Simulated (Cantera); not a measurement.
**Equilibrium for silicon oxide and oxynitride deposition: HMDSO + CO2 + H2**

Input: 1 mol HMDSO, 0.63 mol CO2, 16 mol H2, equilibrated at 10.0 mbar.

These are equilibrium values from Cantera (NASA tables, ideal gas, pure condensed phases), not measurements of a reactor. Candidate condensed phases: C, C6H6, C7H8, C8H18, H2O, Si, SiC, SiO2; 123 gas species. The feed counts by its element totals alone. Mutual solubility and eutectic melting of coexisting phases are not modelled. The tables hold silica as quartz up to 1696 K and as liquid above; real silica turns to tridymite and cristobalite and melts near 1996 K. Gases not in the tables: Si2H6 and higher silanes. Rates play no part.

| T (°C) | log p H2 | log p CO | log p CH4 | log p H | n C(graphite) | n SiC(s) | n SiO2(α-quartz) | n SiO2(β-quartz) |
|---|---|---|---|---|---|---|---|---|
| 452 | -2.02 | -12.96 | -3.33 | <-14 | 4.65 | 0.870 | 1.13 | 0 |
| 602 | -2.00 | -9.18 | -4.36 | -11.30 | 5.65 | 0.870 | 0 | 1.13 |
| 752 | -2.00 | -6.52 | -5.13 | -9.36 | 5.74 | 0.870 | 0 | 1.13 |
| 902 | -2.00 | -4.54 | -5.72 | -7.91 | 5.65 | 0.906 | 0 | 1.09 |
| 1052 | -2.04 | -3.08 | -6.25 | -6.81 | 2.37 | 2.00 | 0 | 0 |
| 1202 | -2.04 | -3.08 | -6.61 | -5.91 | 2.38 | 2.00 | 0 | 0 |
| 1352 | -2.04 | -3.08 | -6.91 | -5.17 | 2.38 | 1.99 | 0 | 0 |
| 1502 | -2.04 | -3.08 | -7.15 | -4.56 | 2.39 | 1.99 | 0 | 0 |
| 1652 | -2.04 | -3.09 | -7.37 | -4.04 | 2.38 | 1.98 | 0 | 0 |
| 1802 | -2.05 | -3.09 | -7.56 | -3.60 | 2.38 | 1.95 | 0 | 0 |
log p: log10 of the partial pressure in bar; n: condensed amount in mol.

At 452 °C the condensed part is C(graphite) + SiC(s) + SiO2(α-quartz). From 602 °C to 902 °C the condensed part is C(graphite) + SiC(s) + SiO2(β-quartz). From 1052 °C to 1802 °C the condensed part is C(graphite) + SiC(s).
